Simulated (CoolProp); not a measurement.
Vapour pressure (MPa) of methane: the reference equation beside estimates from Tc = 190.6 K, pc = 4.599 MPa, ω = 0.011. Clausius-Clapeyron is anchored at 127.3 K with a constant enthalpy of vaporisation of 7.677 kJ/mol.

Model: reference Helmholtz-energy equation of state, Setzmann 1991, in CoolProp.

```csv
T (K),reference,Clausius-Clapeyron,van der Waals,Redlich-Kwong
119.3,0.1821,0.1914,0.5084,0.1451
123.3,0.2402,0.2460,0.6094,0.1994
127.3,0.3113,0.3113,0.7231,0.2675
131.3,0.3968,0.3882,0.8500,0.3514
135.3,0.4986,0.4779,0.9907,0.4528
139.3,0.6183,0.5814,1.146,0.5737
143.3,0.7576,0.6996,1.316,0.7159
147.3,0.9184,0.8333,1.501,0.8812
151.3,1.102,0.9835,1.702,1.071
155.4,1.317,1.155,1.925,1.294
159.4,1.554,1.341,2.160,1.540
```

Absolute difference from the reference over all 11 rows, mean and median: Clausius-Clapeyron 6.7 and 6.0 %, van der Waals 94.6 and 85.3 %, Redlich-Kwong 8.6 and 7.2 %.
